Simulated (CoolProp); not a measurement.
Vapour-liquid equilibrium of R134a (1) + dimethyl ether (2) at 9.96 bar; x and y are mole fractions of (1).

Model: multi-fluid Helmholtz-energy mixture model, Tillner-Roth 1994 and Wu 2011; pair parameters Bell 2016, in CoolProp.

```
x     bubble temperature (K)  y at the bubble point  dew temperature at overall composition x (K)  liquid density (mol/L)
----  ----------------------  ---------------------  --------------------------------------------  ----------------------
0.05                   317.8                  0.046                                         317.8                   13.51
0.2                    318.2                  0.198                                         318.2                   13.12
0.35                   318.0                  0.364                                         318.0                   12.74
0.5                    317.2                  0.531                                         317.4                   12.38
0.65                   316.0                  0.689                                         316.4                   12.04
0.8                    314.5                  0.833                                         314.9                   11.70
0.95                   312.9                  0.961                                         313.1                   11.38
```

y crosses x between x = 0.2 and 0.35: the model has an azeotrope there.

The pair parameters rest on a limited set of measurements; away from them the model extrapolates.
